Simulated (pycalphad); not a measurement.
## Phase fractions of Si-5Sn (at.%)

Computed with pycalphad from the COST 507 light-alloy database (1999), at 1 atm. The database dates from 1999; later assessments differ in places, in temperatures and in the compounds included. Phase fractions are per mole of atoms.

```json
[
 {"T (°C)": "1427", "LIQUID": "1.000", "DIAMOND_A4": "-", "BCT_A5": "-"},
 {"T (°C)": "1377", "LIQUID": "0.392", "DIAMOND_A4": "0.608", "BCT_A5": "-"},
 {"T (°C)": "1327", "LIQUID": "(withheld)", "DIAMOND_A4": "(withheld)", "BCT_A5": "-"},
 {"T (°C)": "1277", "LIQUID": "0.067", "DIAMOND_A4": "0.933", "BCT_A5": "-"},
 {"T (°C)": "1227", "LIQUID": "(withheld)", "DIAMOND_A4": "(withheld)", "BCT_A5": "-"},
 {"T (°C)": "1177", "LIQUID": "0.056", "DIAMOND_A4": "0.944", "BCT_A5": "-"},
 {"T (°C)": "1127", "LIQUID": "0.054", "DIAMOND_A4": "0.946", "BCT_A5": "-"},
 {"T (°C)": "1077", "LIQUID": "0.053", "DIAMOND_A4": "0.947", "BCT_A5": "-"},
 {"T (°C)": "1027", "LIQUID": "0.052", "DIAMOND_A4": "0.948", "BCT_A5": "-"},
 {"T (°C)": "977", "LIQUID": "0.051", "DIAMOND_A4": "0.949", "BCT_A5": "-"},
 {"T (°C)": "927", "LIQUID": "0.051", "DIAMOND_A4": "0.949", "BCT_A5": "-"},
 {"T (°C)": "877", "LIQUID": "0.051", "DIAMOND_A4": "0.949", "BCT_A5": "-"},
 {"T (°C)": "827", "LIQUID": "0.050", "DIAMOND_A4": "0.950", "BCT_A5": "-"},
 {"T (°C)": "777", "LIQUID": "0.050", "DIAMOND_A4": "0.950", "BCT_A5": "-"},
 {"T (°C)": "727", "LIQUID": "0.050", "DIAMOND_A4": "0.950", "BCT_A5": "-"},
 {"T (°C)": "677", "LIQUID": "0.050", "DIAMOND_A4": "0.950", "BCT_A5": "-"},
 {"T (°C)": "627", "LIQUID": "0.050", "DIAMOND_A4": "0.950", "BCT_A5": "-"},
 {"T (°C)": "577", "LIQUID": "0.050", "DIAMOND_A4": "0.950", "BCT_A5": "-"},
 {"T (°C)": "527", "LIQUID": "0.050", "DIAMOND_A4": "0.950", "BCT_A5": "-"},
 {"T (°C)": "477", "LIQUID": "0.050", "DIAMOND_A4": "0.950", "BCT_A5": "-"},
 {"T (°C)": "427", "LIQUID": "0.050", "DIAMOND_A4": "0.950", "BCT_A5": "-"},
 {"T (°C)": "377", "LIQUID": "0.050", "DIAMOND_A4": "0.950", "BCT_A5": "-"},
 {"T (°C)": "327", "LIQUID": "0.050", "DIAMOND_A4": "0.950", "BCT_A5": "-"},
 {"T (°C)": "277", "LIQUID": "0.050", "DIAMOND_A4": "0.950", "BCT_A5": "-"},
 {"T (°C)": "227", "LIQUID": "-", "DIAMOND_A4": "0.950", "BCT_A5": "0.050"}
]
```

Complete the blanks.


- 1327, LIQUID: 0.087
- 1327, DIAMOND_A4: 0.913
- 1227, LIQUID: 0.060
- 1227, DIAMOND_A4: 0.940

DIAMOND_A4 is diamond (Si); BCT_A5 is bct (Sn).
